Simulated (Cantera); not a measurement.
What does this Cantera script print?

```python
import numpy as np
import cantera as ct

gas_names = """
    Fe FeO Fe(OH)2 H HO2 H2 H2O H2O2 O OH O2 O3
""".split()
cond_names = """
    Fe(a) Fe(c) Fe(d) Fe(L) FeO(s) FeO(L) Fe(OH)2(s) Fe(OH)3(s) Fe2O3(s) Fe3O4(s) H2O(s) H2O(L)
""".split()


# ... load() reads the species with a 1 bar reference pressure and builds the phases ...
atoms = {
    'Fe': {'Fe': 1},
    'H2O': {'H': 2, 'O': 1},
    'O2': {'O': 2},
}
top_T = {'Fe2O3(s)': 1830, 'Fe3O4(s)': 1870}  # K; cautious upper limits of use, not melting points


# ... equilibrate(T, P, feed) seeds the gas with the atoms and calls Mixture.equilibrate('TP', solver="vcs", rtol=1e-11, max_steps=5000) ...
results = []
feed = {'Fe': 1, 'H2O': 0.06, 'O2': 0.69}  # mol
T = 1648  # K
P = 39000  # Pa
mix = equilibrate(T, P, feed)
results.append((T, P, feed, dict(zip(mix.species_names, mix.species_moles))))
print(gas.report(threshold=0.001))
for i in range(1, mix.n_phases):
    print(f"{mix.phase(i).name:16s} {mix.phase_moles(i):12.5e} mol")
```

It prints:

```
       temperature   1648 K
          pressure   39000 Pa
           density   0.062404 kg/m^3
  mean mol. weight   21.925 kg/kmol
   phase of matter   gas

                          1 kg             1 kmol
                     ---------------   ---------------
          enthalpy       -5.5273e+06       -1.2119e+08  J
   internal energy       -6.1522e+06       -1.3489e+08  J
           entropy             12304        2.6977e+05  J/K
    Gibbs function       -2.5804e+07       -5.6576e+08  J
 heat capacity c_p            2072.9             45449  J/K
 heat capacity c_v            1693.7             37135  J/K

                      mass frac. Y      mole frac. X     chem. pot. / RT
                     ---------------   ---------------   ---------------
               H2O           0.59104           0.71932           -45.574
                O2            0.4082            0.2797            -30.31
     [  +10 minor]        0.00075693        0.00097556

Fe(c)             0.00000e+00 mol
FeO(s)            0.00000e+00 mol
Fe2O3(s)          0.00000e+00 mol
Fe3O4(s)          3.33333e-01 mol
```

These are equilibrium values from Cantera (NASA tables, ideal gas, pure condensed phases), not measurements of a reactor.
